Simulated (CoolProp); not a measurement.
Properties of R141b along the isobar 0.667 MPa.

Values from CoolProp's reference Helmholtz-energy equation of state, Lemmon 2006. It is a short technical equation, of lower accuracy than the large ones.

| T (°C) | phase | Z | cp (kJ/(kg K)) | cv (kJ/(kg K)) | isothermal compressibility (1/MPa) |
|---|---|---|---|---|---|
| 77.45 | liquid | 0.02376 | 1.242 | 0.8533 | 0.003228 |
| 92.35 | liquid | 0.02352 | 1.278 | 0.8678 | 0.004034 |
| 107.35 | gas | 0.8738 | 0.9851 | 0.8478 | 1.754 |
| 122.25 | gas | 0.8922 | 0.9737 | 0.8517 | 1.705 |
| 137.15 | gas | 0.9066 | 0.9720 | 0.8600 | 1.671 |
| 152.15 | gas | 0.9183 | 0.9758 | [?] | [?] |
| 167.05 | gas | 0.9280 | 0.9825 | 0.8826 | 1.624 |
| 182.05 | gas | 0.9361 | 0.9911 | 0.8951 | 1.608 |
| 196.95 | gas | 0.9431 | 1.001 | 0.9078 | 1.595 |
| 211.95 | gas | 0.9491 | 1.011 | 0.9205 | 1.583 |
| 226.85 | gas | 0.9542 | 1.021 | [?] | 1.574 |

**Question.** Complete the blanks.

**Answer.** 
- 152.15, cv (kJ/(kg K)): 0.8707
- 152.15, isothermal compressibility (1/MPa): 1.644
- 226.85, cv (kJ/(kg K)): 0.9329
